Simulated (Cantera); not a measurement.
Source: NASA polynomial tables (part measured, part estimated), evaluated in Cantera. Values are per mole of reaction as written; species without (g) are pure solids or liquids, kept so even where they would boil at 1 bar. TaC: taken at fixed stoichiometry.

Ta2O5 + 2 CO2(g) → 3 O3(g) + 2 TaC

```json
[
 {"T (K)": "300", "ΔH° (kJ)": "2970.2", "ΔS° (J/K)": "230.9", "ΔG° (kJ)": "2900.9", "log10 K": "-505.08", "condensed phases": "Ta2O5(s), TaC(s)"},
 {"T (K)": "2650", "ΔH° (kJ)": "2814.7", "ΔS° (J/K)": "136.7", "ΔG° (kJ)": "2452.4", "log10 K": "-48.34", "condensed phases": "Ta2O5(l), TaC(s)"},
 {"T (K)": "2675", "ΔH° (kJ)": "2815.0", "ΔS° (J/K)": "136.8", "ΔG° (kJ)": "2449.0", "log10 K": "-47.82", "condensed phases": "Ta2O5(l), TaC(s)"},
 {"T (K)": "2700", "ΔH° (kJ)": "[?]", "ΔS° (J/K)": "[?]", "ΔG° (kJ)": "[?]", "log10 K": "[?]", "condensed phases": "Ta2O5(l), TaC(s)"},
 {"T (K)": "2725", "ΔH° (kJ)": "[?]", "ΔS° (J/K)": "[?]", "ΔG° (kJ)": "[?]", "log10 K": "[?]", "condensed phases": "Ta2O5(l), TaC(s)"},
 {"T (K)": "2750", "ΔH° (kJ)": "2816.2", "ΔS° (J/K)": "137.3", "ΔG° (kJ)": "2438.7", "log10 K": "-46.32", "condensed phases": "Ta2O5(l), TaC(s)"},
 {"T (K)": "2775", "ΔH° (kJ)": "[?]", "ΔS° (J/K)": "[?]", "ΔG° (kJ)": "[?]", "log10 K": "[?]", "condensed phases": "Ta2O5(l), TaC(s)"},
 {"T (K)": "2800", "ΔH° (kJ)": "2817.3", "ΔS° (J/K)": "137.7", "ΔG° (kJ)": "2431.9", "log10 K": "-45.37", "condensed phases": "Ta2O5(l), TaC(s)"},
 {"T (K)": "2825", "ΔH° (kJ)": "[?]", "ΔS° (J/K)": "[?]", "ΔG° (kJ)": "[?]", "log10 K": "[?]", "condensed phases": "Ta2O5(l), TaC(s)"},
 {"T (K)": "2850", "ΔH° (kJ)": "2818.5", "ΔS° (J/K)": "138.1", "ΔG° (kJ)": "2425.0", "log10 K": "-44.44", "condensed phases": "Ta2O5(l), TaC(s)"},
 {"T (K)": "2875", "ΔH° (kJ)": "2819.2", "ΔS° (J/K)": "138.3", "ΔG° (kJ)": "2421.5", "log10 K": "-43.99", "condensed phases": "Ta2O5(l), TaC(s)"},
 {"T (K)": "2900", "ΔH° (kJ)": "2819.9", "ΔS° (J/K)": "138.6", "ΔG° (kJ)": "2418.1", "log10 K": "-43.55", "condensed phases": "Ta2O5(l), TaC(s)"}
]
```

Question: Fill in the missing entries.

Answer: 
- 2700, ΔH° (kJ): 2815.4
- 2700, ΔS° (J/K): 136.9
- 2700, ΔG° (kJ): 2445.6
- 2700, log10 K: -47.31
- 2725, ΔH° (kJ): 2815.8
- 2725, ΔS° (J/K): 137.1
- 2725, ΔG° (kJ): 2442.2
- 2725, log10 K: -46.81
- 2775, ΔH° (kJ): 2816.8
- 2775, ΔS° (J/K): 137.5
- 2775, ΔG° (kJ): 2435.3
- 2775, log10 K: -45.84
- 2825, ΔH° (kJ): 2817.9
- 2825, ΔS° (J/K): 137.9
- 2825, ΔG° (kJ): 2428.4
- 2825, log10 K: -44.90
